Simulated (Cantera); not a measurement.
A closed system holds: 1 mol CuO, 13 mol H2, 0.19 mol H2O, held at 1348.15 K and 45000 Pa.

Equilibrium computed with Cantera from the NASA thermochemical tables; the gas is ideal and each condensed phase is pure. Candidate condensed phases: Cu, CuO, Cu(OH)2, Cu2O, H2O; 12 gas species. Equilibrium is a limit: real reactors are often held back by kinetics, nucleation or transport.

Question: What is the equilibrium state?

Answer: 
```
Item                                       Value
-------------------------------------  ---------
x(H2)                                      0.910
x(H2O)                                    0.0902
x(H)                                     3.30e-6
x(Cu)                                    1.04e-6
n(Cu(s))                               1.000 mol
gas amount                             13.19 mol
log10 activity of Cu(OH)2(s) (absent)     -11.26
```
